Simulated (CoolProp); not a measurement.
Vapour-liquid equilibrium of R22 (1) + C3F8 (R218) (2) at 273.4 K; x and y are mole fractions of (1).

Computed with CoolProp (multi-fluid Helmholtz-energy mixture model, Kamei 1995 and Lemmon 2006; pair parameters Bell 2016).

```json
[
 {"x": "0.05", "bubble pressure (MPa)": "0.4562", "y at the bubble point": "0.116", "dew pressure at overall composition x (MPa)": "0.4338", "liquid density (mol/L)": "7.901"},
 {"x": "0.125", "bubble pressure (MPa)": "0.5051", "y at the bubble point": "0.247", "dew pressure at overall composition x (MPa)": "0.4593", "liquid density (mol/L)": "8.176"},
 {"x": "0.2", "bubble pressure (MPa)": "0.5438", "y at the bubble point": "0.342", "dew pressure at overall composition x (MPa)": "0.4869", "liquid density (mol/L)": "8.476"},
 {"x": "0.275", "bubble pressure (MPa)": "0.5733", "y at the bubble point": "0.415", "dew pressure at overall composition x (MPa)": "0.5163", "liquid density (mol/L)": "8.806"},
 {"x": "0.35", "bubble pressure (MPa)": "0.5946", "y at the bubble point": "(withheld)", "dew pressure at overall composition x (MPa)": "0.5470", "liquid density (mol/L)": "9.170"},
 {"x": "0.425", "bubble pressure (MPa)": "0.6091", "y at the bubble point": "0.518", "dew pressure at overall composition x (MPa)": "0.5773", "liquid density (mol/L)": "9.576"},
 {"x": "0.5", "bubble pressure (MPa)": "(withheld)", "y at the bubble point": "0.558", "dew pressure at overall composition x (MPa)": "0.6038", "liquid density (mol/L)": "(withheld)"},
 {"x": "0.575", "bubble pressure (MPa)": "0.6223", "y at the bubble point": "0.594", "dew pressure at overall composition x (MPa)": "0.6206", "liquid density (mol/L)": "10.54"},
 {"x": "0.65", "bubble pressure (MPa)": "0.6223", "y at the bubble point": "0.630", "dew pressure at overall composition x (MPa)": "0.6205", "liquid density (mol/L)": "11.10"},
 {"x": "0.725", "bubble pressure (MPa)": "0.6175", "y at the bubble point": "0.670", "dew pressure at overall composition x (MPa)": "0.6040", "liquid density (mol/L)": "11.74"},
 {"x": "0.8", "bubble pressure (MPa)": "0.6061", "y at the bubble point": "0.718", "dew pressure at overall composition x (MPa)": "0.5784", "liquid density (mol/L)": "12.45"},
 {"x": "0.875", "bubble pressure (MPa)": "0.5842", "y at the bubble point": "(withheld)", "dew pressure at overall composition x (MPa)": "0.5496", "liquid density (mol/L)": "13.26"},
 {"x": "0.95", "bubble pressure (MPa)": "0.5444", "y at the bubble point": "0.888", "dew pressure at overall composition x (MPa)": "0.5207", "liquid density (mol/L)": "14.15"}
]
```

### Question
Fill in the missing entries.

### Answer

- 0.35, y at the bubble point: 0.472
- 0.5, bubble pressure (MPa): 0.6181
- 0.5, liquid density (mol/L): 10.03
- 0.875, y at the bubble point: 0.784

y crosses x between x = 0.575 and 0.65: the model has an azeotrope there.

The pair parameters rest on a limited set of measurements; away from them the model extrapolates.
